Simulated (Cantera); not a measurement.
Gas mixture: NO = 0.98 (molar parts), at 0.165 Torr, frozen composition.

Cantera's kinetic-theory transport with the Lennard-Jones parameters of GRI-Mech 3.0, ideal gas; thermal conductivity in the mixture-averaged form.

D: mixture-averaged diffusion coefficient of that species in the mixture.

| T (K) | ρ (kg/m³) | cp (J/kg/K) | μ (µPa s) | λ (mW/m/K) | Pr | D (cm²/s) H2O | D (cm²/s) NH3 | D (cm²/s) NO |
|---|---|---|---|---|---|---|---|---|
| 400 | 0.000198 | 998.6 | 23.1 | 32.4 | 0.712 | 1800 | 1740 | -615000 |
| 500 | 0.000159 | 1016 | 27.0 | 38.8 | 0.708 | 2740 | 2630 | -913000 |
| 600 | 0.000132 | 1041 | 30.6 | 45.1 | 0.706 | 3830 | 3650 | -1250000 |
| 700 | 0.000113 | 1067 | 34.0 | 51.3 | 0.707 | 5050 | 4800 | -1640000 |
| 800 | 9.92e-5 | 1092 | 37.1 | ? | 0.708 | ? | ? | ? |
| 900 | 8.82e-5 | 1114 | 40.1 | ? | 0.708 | ? | ? | ? |
| 1000 | 7.94e-5 | 1133 | 42.9 | 68.6 | 0.709 | 9470 | 8940 | -3000000 |

Problem. What belongs in the gaps?

Solution. 
- 800, λ (mW/m/K): 57.3
- 800, D (cm²/s) H2O: 6410
- 800, D (cm²/s) NH3: 6070
- 800, D (cm²/s) NO: -2060000
- 900, λ (mW/m/K): 63.0
- 900, D (cm²/s) H2O: 7880
- 900, D (cm²/s) NH3: 7450
- 900, D (cm²/s) NO: -2510000
